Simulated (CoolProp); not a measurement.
Vapour-liquid equilibrium of R22 (1) + R152A (2) at 312.9 K; x and y are mole fractions of (1).

Computed with CoolProp (multi-fluid Helmholtz-energy mixture model, Kamei 1995 and Outcalt 1996; pair parameters Bell 2016).

| x | bubble pressure (MPa) | y at the bubble point | dew pressure at overall composition x (MPa) | liquid density (mol/L) |
|---|---|---|---|---|
| 0.05 | 0.9256 | 0.068 | 0.9195 | 13.04 |
| 0.2 | 0.9963 | 0.261 | 0.9726 | 13.07 |
| 0.35 | 1.074 | 0.436 | 1.034 | 13.10 |
| 0.5 | 1.161 | 0.596 | 1.107 | 13.12 |
| 0.65 | 1.258 | 0.738 | 1.195 | 13.13 |
| 0.8 | 1.366 | 0.863 | 1.308 | 13.12 |
| 0.95 | 1.483 | 0.969 | 1.460 | 13.08 |

No azeotrope shows between x = 0.05 and 0.95.

The pair parameters rest on a limited set of measurements; away from them the model extrapolates.
